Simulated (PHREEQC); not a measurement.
Consider water at 25 °C with 0.14 mol HF, 0.0089 mol (CH3)4NF and 1.8e-05 mol H4SiO4 per kg of water. Closed to the air; pH follows from the charge balance.

Computed with PHREEQC (ion-association model, wateq4f.dat).

This is a speciation only: nothing precipitates in the calculation.

Q: Order these F species by the share of F that they hold, largest first: HF, H2F2, F-, HF2-.

A: HF (59 %), H2F2 (28 %), F- (7.7 %), HF2- (5.3 %)

The pH is 2.23 and the ionic strength 0.0154 mol/kgw. Complexes and solids missing from the database can't appear. (CH3)4N+ isn't in the database: it is added as a free cation with an ion size of 4 Å. wateq4f.dat counts part of the HF as a dimer, H2F2, which phreeqc.dat doesn't know; its constant is uncertain. SiF6-2 is the database's only silicon fluoride.
